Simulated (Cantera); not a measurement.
**Equilibrium for hydrogen reduction and annealing atmospheres: Nb₂O₅ + H₂ + H₂O**

Feed: 1 mol Nb₂O₅, 18 mol H₂, 5.7 mol H₂O, held at 750 Torr.

These are equilibrium values from Cantera (NASA tables, ideal gas, pure condensed phases), not measurements of a reactor. Candidate condensed phases: H₂O, Nb, NbO, NbO₂, Nb₂O₅; 12 gas species. Condensed phases not in the tables: the oxides between NbO₂ and Nb₂O₅. Rates play no part.

```
T (K)   x H₂  x H₂O       x H      x OH    x NbO₂       x O      x O₂  n Nb₂O₅(s)  n Nb₂O₅(l)
-----  -----  -----  --------  --------  --------  --------  --------  ----------  ----------
900    0.759  0.241  1.02e-10    <1e-12    <1e-12    <1e-12    <1e-12        1.00           0
1000   0.759  0.241   1.98e-9  1.39e-12    <1e-12    <1e-12    <1e-12        1.00           0
1100   0.759  0.241   2.25e-8  3.18e-11    <1e-12    <1e-12    <1e-12        1.00           0
1200   0.759  0.241   1.72e-7  4.35e-10    <1e-12    <1e-12    <1e-12        1.00           0
1300   0.759  0.241   9.64e-7   3.99e-9    <1e-12    <1e-12    <1e-12        1.00           0
1400   0.759  0.241   4.24e-6   2.67e-8  1.08e-12    <1e-12    <1e-12        1.00           0
1500   0.759  0.241   1.53e-5   1.39e-7  3.36e-11  2.43e-12    <1e-12        1.00           0
1600   0.759  0.240   4.74e-5   5.88e-7  6.69e-10  3.05e-11  4.41e-12        1.00           0
1700   0.759  0.240  0.000128   2.10e-6   9.27e-9  2.84e-10  4.05e-11        1.00           0
1800   0.759  0.240  0.000312   6.53e-6   9.21e-8   2.08e-9  2.91e-10           0       1.000
1900   0.759  0.240  0.000691   1.80e-5   6.05e-7   1.23e-8   1.70e-9           0       1.000
2000   0.758  0.240   0.00142   4.48e-5   3.24e-6   6.12e-8   8.36e-9           0       1.000
2100   0.757  0.240   0.00271  0.000102   1.45e-5   2.61e-7   3.53e-8           0       1.000
```
x: gas mole fraction; n: condensed amount in mol.

From 900 K to 1700 K the condensed part is Nb₂O₅(s). From 1800 K to 2100 K the condensed part is Nb₂O₅(l).
